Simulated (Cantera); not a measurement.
A freely propagating, adiabatic, planar premixed flame of CH3OH : O2 : N2 = 1 : 1.7 : 6.41 (molar parts), unburnt at 473 K and 100000 Pa; mixture-averaged transport, grid criteria slope 0.08 and curve 0.16, no radiation.

Model: GRI-Mech 3.0 (53 species, 325 reactions), integrated in Cantera. GRI-Mech 3.0 was tuned for natural gas; its chemistry of methanol as a main component is partial and can be far from experiment. Burning velocities carry a grid error of a few per cent, more on coarse grids.

x: mole fraction of selected species; z is measured from the peak of heat release.

```csv
z (mm),T (K),u (m/s),x CH3OH,x O2,x H2,x OH,x CH2O,x NO
-1.01,473,0.731,0.110,0.186,0.00133,<1e-8,3.76e-7,<1e-8
-0.671,475,0.736,0.109,0.186,0.00345,<1e-8,5.32e-6,<1e-8
-0.503,485,0.753,0.109,0.184,0.00604,<1e-8,3.98e-5,<1e-8
-0.335,546,0.855,0.105,0.179,0.0107,<1e-8,0.000373,<1e-8
-0.168,882,1.42,0.0793,0.149,0.0180,1.63e-7,0.00349,1.55e-7
-0.0838,1249,2.07,0.0434,0.115,0.0218,4.16e-5,0.00769,6.02e-7
0,1643,2.79,?,?,0.0219,?,?,?
0.0838,1772,3.01,2.84e-5,0.0544,0.0144,0.00586,8.48e-5,2.66e-6
0.168,1826,3.08,4.19e-8,0.0441,0.0110,0.00812,3.71e-7,3.91e-6
0.335,1902,3.18,<1e-8,0.0370,0.00996,0.00925,<1e-8,6.37e-6
0.671,1992,3.31,<1e-8,0.0325,0.00868,0.00921,<1e-8,1.06e-5
1.34,2082,3.44,<1e-8,0.0290,0.00642,0.00825,<1e-8,1.76e-5
2.68,2154,3.55,<1e-8,?,?,?,<1e-8,?
```

Task: Complete the blanks.

Result: 
- 0, x CH3OH: 0.00518
- 0, x O2: 0.0766
- 0, x OH: 0.00165
- 0, x CH2O: 0.00445
- 0, x NO: 1.55e-6
- 2.68, x O2: 0.0260
- 2.68, x H2: 0.00428
- 2.68, x OH: 0.00686
- 2.68, x NO: 2.91e-5
